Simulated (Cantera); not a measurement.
## Adiabatic ignition

An adiabatic, constant-volume homogeneous reactor starts with 14.6 % CH4, 3.37 % H2, 17.3 % O2, 64.7 % N2, at 1523 K and 4.93 atm.

Model: GRI-Mech 3.0 (53 species, 325 reactions), integrated in Cantera.

| t (s) | T (K) | P (bar) | x CH4 | x H2 | x O2 | x H | x CH3 | x C2H2 | x H2O |
|---|---|---|---|---|---|---|---|---|---|
| 3.00e-6 | 1523 | 5.00 | 0.146 | 0.0337 | 0.173 | 1.00e-7 | 6.59e-6 | <1e-12 | 2.19e-6 |
| 7.73e-6 | 1523 | 5.00 | 0.146 | 0.0337 | 0.173 | 3.16e-7 | 2.63e-5 | 1.07e-12 | 1.57e-5 |
| 1.99e-5 | 1523 | 5.00 | 0.146 | 0.0336 | 0.173 | 1.74e-6 | 0.000153 | 3.45e-10 | 0.000177 |
| 5.14e-5 | 1534 | 5.04 | 0.144 | 0.0334 | 0.171 | 5.74e-6 | 0.000444 | 1.75e-7 | 0.00211 |
| 0.000132 | 1940 | 6.55 | 0.0805 | 0.0565 | 0.117 | 0.000365 | 0.00529 | 0.00111 | 0.0649 |
| 0.000341 | 2954 | 11.0 | 1.26e-10 | 0.128 | 0.000188 | 0.0149 | 2.34e-10 | <1e-12 | 0.150 |
| 0.000879 | 2954 | 11.0 | 1.26e-10 | 0.128 | 0.000187 | 0.0148 | 2.34e-10 | <1e-12 | 0.150 |
| 0.00227 | 2954 | 11.0 | 1.26e-10 | 0.128 | 0.000187 | 0.0148 | 2.34e-10 | <1e-12 | 0.150 |
| 0.00584 | 2954 | 11.0 | 1.26e-10 | 0.128 | 0.000187 | 0.0148 | 2.34e-10 | <1e-12 | 0.150 |
| 0.0151 | 2954 | 11.0 | 1.26e-10 | 0.128 | 0.000187 | 0.0148 | 2.34e-10 | <1e-12 | 0.150 |
| 0.0388 | 2954 | 11.0 | 1.26e-10 | 0.128 | 0.000187 | 0.0148 | 2.34e-10 | <1e-12 | 0.150 |
| 0.100 | 2954 | 11.0 | 1.26e-10 | 0.128 | 0.000187 | 0.0148 | 2.34e-10 | <1e-12 | 0.150 |
x: mole fraction; the columns are a selection and need not sum to one.

| Item | Result |
|---|---|
| time of steepest temperature rise | 0.135 ms |
| temperature at 0.100 s | 2954 K |
| equilibrium temperature | 2954 K |
| x(CH4) at 0.100 s | 1.26e-10 (gas-phase equilibrium 1.43e-10) |
| x(H2) at 0.100 s | 0.128 (gas-phase equilibrium 0.128) |
| x(O2) at 0.100 s | 0.000187 (gas-phase equilibrium 0.000187) |
